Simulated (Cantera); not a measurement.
Cantera run, input and output.

```python
import numpy as np
import cantera as ct

gas = ct.Solution("gri30.yaml")
gas.TPX = 1098, 94000, {'CO': 0.0012, 'O2': 0.0026, 'H2O': 0.00015, 'N2': 1}
reactor = ct.IdealGasConstPressureReactor(gas, energy="off", clone=False)
net = ct.ReactorNet([reactor])
net.rtol, net.atol = 1e-08, 1e-18
show = ['CO', 'O2', 'H2O', 'N2O', 'H2O2']
times = np.geomspace(4e-06, 80, 10)

steps = ct.SolutionArray(gas, extra=["t"])
rows = []
print(f"{'t/s':>10s}{'T/K':>9s}{'P/Pa':>11s}" + "".join(f"{s:>11s}" for s in show))
for t in times:
    while net.time < t:
        t_next = net.step()
        steps.append(gas.state, t=t_next)
    rows.append([np.interp(t, steps.t, y) for y in (steps.T, steps.P, *steps(*show).X.T)])
    print(f"{t:10.3e}{rows[-1][0]:9.1f}{rows[-1][1]:11.4g}" + "".join(f"{x:11.3e}" for x in rows[-1][2:]))
rate = np.gradient(steps.T, steps.t)
print("integrator steps:", len(steps.t))
if steps.T.max() > steps.T[0] + 200:
    print(f"time of steepest temperature rise: {steps.t[rate.argmax()]:.4e} s")
gas.TPX = 1098, 94000, {'CO': 0.0012, 'O2': 0.0026, 'H2O': 0.00015, 'N2': 1}
gas.equilibrate("TP")
print(f"equilibrium (TP): T = {gas.T:.1f} K  " + "  ".join(f"{s} {gas[s].X[0]:.3e}" for s in show))
```

Output:

```
       t/s      T/K       P/Pa         CO         O2        H2O        N2O       H2O2
 4.000e-06   1098.0    9.4e+04  1.195e-03  2.590e-03  1.494e-04  9.485e-20  3.843e-25
 2.590e-05   1098.0    9.4e+04  1.195e-03  2.590e-03  1.494e-04  2.208e-18  1.440e-23
 1.677e-04   1098.0    9.4e+04  1.195e-03  2.590e-03  1.494e-04  8.041e-17  5.810e-22
 1.086e-03   1098.0    9.4e+04  1.195e-03  2.590e-03  1.494e-04  3.235e-15  5.898e-20
 7.030e-03   1098.0    9.4e+04  1.195e-03  2.590e-03  1.494e-04  1.357e-13  2.949e-17
 4.552e-02   1098.0    9.4e+04  1.195e-03  2.590e-03  1.494e-04  9.520e-12  1.846e-14
 2.947e-01   1098.0    9.4e+04  8.896e-04  2.432e-03  1.463e-04  2.656e-07  2.788e-09
 1.908e+00   1098.0    9.4e+04  6.849e-05  2.026e-03  1.491e-04  9.249e-07  3.847e-10
 1.236e+01   1098.0    9.4e+04  8.382e-07  1.993e-03  1.494e-04  7.913e-07  8.456e-12
 8.000e+01   1098.0    9.4e+04  8.242e-10  1.993e-03  1.495e-04  1.042e-07  1.064e-12
integrator steps: 1367
equilibrium (TP): T = 1098.0 K  CO 3.516e-11  O2 1.989e-03  H2O 1.495e-04  N2O 7.538e-10  H2O2 5.717e-14
```

Model: GRI-Mech 3.0 (53 species, 325 reactions), integrated in Cantera.
